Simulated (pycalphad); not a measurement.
All values are pycalphad results on the COST 507 light-alloy database (1999) (1 atm), not direct measurements. These are 1990s assessments: newer ones move some temperatures and phases. Amounts are mole fractions of atoms.

Q: Give the equilibrium state of Si-23.43Al (at.%) at 1075 K.

A: diamond (Si), fraction 0.676, with <0.01 Al at.%; liquid, fraction 0.324, with 72.3 Al at.%.

Q: Give the equilibrium state of Si-23.43Al (at.%) at 775 K.

A: 
```
T = 775.00 K, P = 101325 Pa, N = 1 mol of atoms
G = -22418 J/mol, H = 11676 J/mol, S = 43.99 J/(mol K)  (SER reference)
chemical potentials (J/mol): Si -20446, Al -28861
phase             fraction      x(Si)      x(Al)
DIAMOND_A4          0.7639     1.0000   1.91e-07
FCC_A1              0.2361     0.0078     0.9922
```

FCC_A1 is fcc; DIAMOND_A4 is diamond (Si).
